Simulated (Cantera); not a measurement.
A closed system holds: 1 mol Al2O3, 0.45 mol N2, at 1323.15 K and 5.00 bar.

Cantera equilibrium calculation (NASA polynomials, part measured and part estimated; ideal gas, pure solids and liquids). Candidate condensed phases: Al, AlN, Al2O3; 16 gas species. Kinetics and transport are ignored.

Base state: N2 1.00 (mole fractions); condensed: Al2O3(s).

### Question
What changes in the equilibrium state with this change: 1.1 mol Cl2 added?

### Answer
| species | before | after |
|---|---|---|
| Cl2 | 0 | 0.702 |
| N2 | 1.00 | 0.289 |
| Cl | 0 | 0.00569 |
| AlCl3 | 0 | 0.00174 |
| O2 | <1e-9 | 0.00129 |
| NO | <1e-9 | 2.18e-5 |
| ClO | 0 | 1.45e-5 |
| Al2O3(s), mol | 1.00 | 0.999 |
Further candidate phases: AlCl3.

### Question
What changes in the equilibrium state with this change: Al2O3 replaced by SiO2?

### Answer
| species | before | after |
|---|---|---|
| N2 | 1.00 | 1.00 |
| Al2O3(s), mol | 1.00 | 0 |
| SiO2(β-quartz), mol | 0 | 1.00 |
The tables hold silica as quartz up to 1696 K and as liquid above; real silica turns to tridymite and cristobalite and melts near 1996 K. Further candidate phases: Si, SiO2, Si2N2O, Si3N4.
